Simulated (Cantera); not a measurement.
Cantera run, input and output.

```python
import numpy as np
import cantera as ct

gas = ct.Solution("gri30.yaml")
gas.TPX = 1275, 14000, {'N2O': 1, 'H2': 0.023, 'N2': 6.3}
reactor = ct.IdealGasConstPressureReactor(gas, energy="off", clone=False)
net = ct.ReactorNet([reactor])
net.rtol, net.atol = 1e-08, 1e-18
show = ['N2O', 'H2', 'H2O2', 'H2O', 'OH', 'N2', 'NO']
times = np.geomspace(4e-05, 40, 15)

steps = ct.SolutionArray(gas, extra=["t"])
rows = []
print(f"{'t/s':>10s}{'T/K':>9s}{'P/Pa':>11s}" + "".join(f"{s:>11s}" for s in show))
for t in times:
    while net.time < t:
        t_next = net.step()
        steps.append(gas.state, t=t_next)
    rows.append([np.interp(t, steps.t, y) for y in (steps.T, steps.P, *steps(*show).X.T)])
    print(f"{t:10.3e}{rows[-1][0]:9.1f}{rows[-1][1]:11.4g}" + "".join(f"{x:11.3e}" for x in rows[-1][2:]))
rate = np.gradient(steps.T, steps.t)
print("integrator steps:", len(steps.t))
if steps.T.max() > steps.T[0] + 200:
    print(f"time of steepest temperature rise: {steps.t[rate.argmax()]:.4e} s")
gas.TPX = 1275, 14000, {'N2O': 1, 'H2': 0.023, 'N2': 6.3}
gas.equilibrate("TP")
print(f"equilibrium (TP): T = {gas.T:.1f} K  " + "  ".join(f"{s} {gas[s].X[0]:.3e}" for s in show))
```

Output:

```
       t/s      T/K       P/Pa        N2O         H2       H2O2        H2O         OH         N2         NO
 4.000e-05   1275.0    1.4e+04  1.366e-01  3.141e-03  4.090e-15  9.933e-09  6.675e-08  8.603e-01  1.901e-08
 1.073e-04   1275.0    1.4e+04  1.366e-01  3.140e-03  2.364e-13  1.909e-07  4.594e-07  8.603e-01  1.230e-07
 2.879e-04   1275.0    1.4e+04  1.365e-01  3.136e-03  1.155e-11  3.002e-06  2.430e-06  8.603e-01  6.917e-07
 7.723e-04   1275.0    1.4e+04  1.365e-01  3.101e-03  3.423e-10  3.344e-05  8.649e-06  8.603e-01  3.306e-06
 2.072e-03   1275.0    1.4e+04  1.362e-01  2.877e-03  3.979e-09  2.478e-04  2.043e-05  8.606e-01  1.482e-05
 5.558e-03   1275.0    1.4e+04  1.352e-01  2.010e-03  8.246e-09  1.107e-03  3.189e-05  8.615e-01  5.374e-05
 1.491e-02   1275.0    1.4e+04  1.334e-01  6.765e-04  7.758e-09  2.446e-03  2.784e-05  8.631e-01  1.255e-04
 4.000e-02   1275.0    1.4e+04  1.316e-01  9.776e-05  3.093e-09  3.032e-03  1.540e-05  8.642e-01  2.617e-04
 1.073e-01   1275.0    1.4e+04  1.284e-01  3.330e-06  1.150e-09  3.124e-03  1.181e-05  8.658e-01  6.167e-04
 2.879e-01   1275.0    1.4e+04  1.205e-01  7.244e-08  8.020e-10  3.115e-03  1.249e-05  8.695e-01  1.537e-03
 7.723e-01   1275.0    1.4e+04  1.018e-01  6.896e-08  7.246e-10  3.088e-03  1.296e-05  8.784e-01  3.706e-03
 2.072e+00   1275.0    1.4e+04  6.552e-02  7.387e-08  6.843e-10  3.034e-03  1.284e-05  8.957e-01  7.840e-03
 5.558e+00   1275.0    1.4e+04  2.172e-02  7.563e-08  5.619e-10  2.970e-03  1.161e-05  9.167e-01  1.256e-02
 1.491e+01   1275.0    1.4e+04  2.111e-03  2.698e-08  1.853e-10  2.944e-03  6.486e-06  9.263e-01  1.419e-02
 4.000e+01   1275.0    1.4e+04  2.434e-05  2.193e-09  1.409e-11  2.944e-03  1.733e-06  9.274e-01  1.423e-02
integrator steps: 1919
equilibrium (TP): T = 1275.0 K  N2O 5.476e-09  H2 1.750e-09  H2O2 1.242e-11  H2O 2.944e-03  OH 1.623e-06  N2 9.344e-01  NO 2.002e-04
```

Cantera simulation using GRI-Mech 3.0 (53 species, 325 reactions); the numbers are that mechanism's predictions, not measurements. GRI-Mech 3.0 was tuned for natural gas; its chemistry of N2O as a main component is partial and can be far from experiment. The mechanism lacks the step 2 NO + O2 → 2 NO2, which can matter for NO2 below about 1400 K. The temperature is held fixed by assumption; the heat of reaction is taken as removed at once.
